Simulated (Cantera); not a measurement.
Feed: 1 mol Si3N4, 3.1 mol N2, 0.025 mol Si, held at 2723 K and 1330 Pa.

Equilibrium computed with Cantera from the NASA thermochemical tables; the gas is ideal and each condensed phase is pure. Candidate condensed phases: Si, Si3N4; 7 gas species. The tables' values for SiN are old estimates; treat these amounts as uncertain. Rates play no part.

Base state: N2 0.629, Si 0.365, Si2 0.00291, SiN 0.00247, Si2N 0.000423, Si3 0.000103, N 1.34e-5 (mole fractions); condensed: gas only.

### Question
What changes in the equilibrium state with this change: N2 from 3.1 to 5.5 mol?

### Answer
| species | before | after |
|---|---|---|
| N2 | 0.629 | 0.714 |
| Si | 0.365 | 0.282 |
| SiN | 0.00247 | 0.00204 |
| Si2 | 0.00291 | 0.00174 |
| Si3 | 0.000103 | 4.78e-5 |
| Si2N | 0.000423 | 0.000270 |
| N | 1.34e-5 | 1.43e-5 |
